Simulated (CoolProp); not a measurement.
Saturation properties of isopentane (Tc = 187.2 °C, pc = 3378 kPa, ω = 0.227).

The numbers come from the reference Helmholtz-energy equation of state, Lemmon 2006 in CoolProp. It is a short technical equation, of lower accuracy than the large ones.

| T (°C) | p (kPa) | vapour density (kg/m³) |
|---|---|---|
| 33.65 | 123.4 | 3.676 |
| 45.45 | ___ | ___ |
| 57.25 | ___ | 7.251 |
| 68.95 | 346.9 | 9.817 |
| 80.75 | ___ | 13.09 |
| 92.55 | ___ | 17.20 |
| 104.25 | 790.5 | 22.29 |
| 116.05 | 1006 | 28.72 |
| 127.85 | 1261 | ___ |

Question: Some entries are withheld; supply them.

Answer: 
- 45.45, p (kPa): 179.4
- 45.45, vapour density (kg/m³): 5.229
- 57.25, p (kPa): 253.1
- 80.75, p (kPa): 465.8
- 92.55, p (kPa): 613.0
- 127.85, vapour density (kg/m³): 36.82

It boils at 27.8 °C under 1 atm.
